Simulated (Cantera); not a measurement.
Input (Python, Cantera) and output of one run.

```python
import numpy as np
import cantera as ct

gas_names = """
    H H2 N NH NH2 NH3 N2 N2H2 N2H4 Zr ZrN
""".split()
cond_names = """
    Zr(a) Zr(b) Zr(L) ZrN(s) ZrN(L)
""".split()


# ... load() reads the species with a 1 bar reference pressure and builds the phases ...
atoms = {
    'ZrN': {'Zr': 1, 'N': 1},
    'H2': {'H': 2},
}
top_T = {}  # K; cautious upper limits of use, not melting points


# ... equilibrate(T, P, feed) seeds the gas with the atoms and calls Mixture.equilibrate('TP', solver="vcs", rtol=1e-11, max_steps=5000) ...
results = []
feed = {'ZrN': 1, 'H2': 0.038}  # mol
T = 2800  # K
P = 150  # Pa
mix = equilibrate(T, P, feed)
results.append((T, P, feed, dict(zip(mix.species_names, mix.species_moles))))
print(gas.report(threshold=0.0001))
for i in range(1, mix.n_phases):
    print(f"{mix.phase(i).name:16s} {mix.phase_moles(i):12.5e} mol")
```

It prints:

```
       temperature   2800 K
          pressure   150 Pa
           density   4.1024e-05 kg/m^3
  mean mol. weight   6.3671 kg/kmol
   phase of matter   gas

                          1 kg             1 kmol
                     ---------------   ---------------
          enthalpy        3.8734e+07        2.4662e+08  J
   internal energy        3.5078e+07        2.2334e+08  J
           entropy             37297        2.3747e+05  J/K
    Gibbs function       -6.5697e+07        -4.183e+08  J
 heat capacity c_p            3835.5             24421  J/K
 heat capacity c_v            2529.6             16106  J/K

                      mass frac. Y      mole frac. X     chem. pot. / RT
                     ---------------   ---------------   ---------------
                 H           0.12042           0.76064           -14.575
                H2          0.041045           0.12963            -29.15
                N2           0.32499          0.073865           -37.234
                Zr           0.51349           0.03584           -9.8234
     [   +7 minor]        5.4715e-05        2.4808e-05

Zr(L)             8.33962e-03 mol
ZrN(s)            9.88990e-01 mol
```

Method: chemical equilibrium by Gibbs-energy minimisation in Cantera with the NASA 1993 tables (ideal gas, pure condensed phases). Mutual solubility and eutectic melting of coexisting phases are not modelled. ZrN: taken at fixed stoichiometry. Condensed phases not in the tables: N, O or C dissolved in the metal.
